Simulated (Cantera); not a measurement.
# Premixed flame

A freely propagating, adiabatic, planar premixed flame of 11.1 % CH₄, 7.02 % CO, 17.2 % O₂, 64.7 % N₂, unburnt at 475 K and 9.87 atm; multicomponent transport, grid criteria slope 0.08 and curve 0.16, no radiation.

Computed with Cantera and GRI-Mech 3.0 (53 species, 325 reactions). Burning velocities carry a grid error of a few per cent, more on coarse grids.

```tsv
z (mm)	T (K)	u (m/s)	x CH₄	x CO	x O₂	x H₂	x CH₃	x O
-0.459	476	0.161	0.111	0.0701	0.171	0.00254	<1e-8	<1e-8
-0.306	484	0.165	0.110	0.0698	0.170	0.00664	<1e-8	<1e-8
-0.230	513	0.175	0.108	0.0698	0.167	0.0114	<1e-8	<1e-8
-0.153	652	0.225	0.0994	0.0714	0.156	0.0194	1.55e-7	<1e-8
-0.0766	1129	0.396	0.0679	0.0814	0.112	0.0301	4.73e-5	2.43e-7
-0.0383	1517	0.536	0.0399	0.0928	0.0695	0.0356	0.000457	5.63e-6
0	1868	0.663	0.0150	0.104	0.0276	0.0403	0.00124	2.30e-5
0.0383	2032	0.722	0.00562	0.107	0.00796	0.0433	0.000878	1.42e-5
0.0766	2083	0.739	0.00324	0.106	0.00249	0.0456	0.000482	4.75e-6
0.153	2104	0.746	0.00196	0.105	0.000394	0.0487	0.000209	8.33e-7
0.306	2106	0.747	0.00115	0.105	2.16e-5	0.0518	9.85e-5	2.61e-7
0.612	2102	0.747	0.000562	0.107	3.89e-7	0.0541	4.53e-5	2.22e-7
1.22	2099	0.747	0.000177	0.109	2.64e-7	0.0556	1.39e-5	2.17e-7
```
x: mole fraction of selected species; z is measured from the peak of heat release.

* **laminar burning velocity**: 16.0 cm/s
* **thermal thickness**: 0.153 mm
* **peak x(H₂)**: 0.0562
* **peak x(CH₃)**: 0.00125
* **peak x(O)**: 2.35e-5
* **grid points**: 137
